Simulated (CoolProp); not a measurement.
Acetone at several states: Z from the reference equation and from simpler models built on Tc = 508.1 K, pc = 46.92 bar, ω = 0.307; each cubic takes its own stable root.

Computed with CoolProp (reference Helmholtz-energy equation of state, Lemmon 2006). It is a short technical equation, of lower accuracy than the large ones.

```tsv
T (K)	p (bar)	phase	reference	van der Waals	Redlich-Kwong	Soave-Redlich-Kwong
536.4	7.55	gas	0.9464	0.9567	0.9518	0.9535
196.5	7.72	liquid	0.03069	0.06118	0.04107	0.04045
319.2	15.4	liquid	0.04420	0.08590	0.05868	0.05641
500.6	12.9	gas	0.8778	0.9084	0.8951	0.8941
```
